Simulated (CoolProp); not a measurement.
A closed Brayton cycle with nitrogen: compressor inlet 306.15 K and 2.5 MPa, high pressure 6.88 MPa, turbine inlet 740 K, compressor efficiency 0.8, turbine efficiency 0.93, recuperator effectiveness 0 (on enthalpy, no pinch check). Each further row changes one setting.

Model: reference Helmholtz-energy equation of state, Span 2000, in CoolProp.

| case | thermal efficiency (%) | net work (kJ/kg) | compressor to turbine work | compressor exit (K) | turbine exit (K) |
|---|---|---|---|---|---|
| as stated | 14.7 | 49.1 | 0.73 | 435.2 | 573.3 |
| turbine inlet 690 K | 13.1 | 36.5 | 0.79 | 435.2 | 533.2 |
| compressor inlet 316.15 K | 14.0 | 44.6 | 0.76 | 449.3 | 573.3 |
| high pressure 5.85 MPa | 13.2 | 47.4 | 0.70 | 411.9 | 597.4 |
| recuperator effectiveness 0.5 | 18.8 | 49.1 | 0.73 | 435.2 | 573.3 |
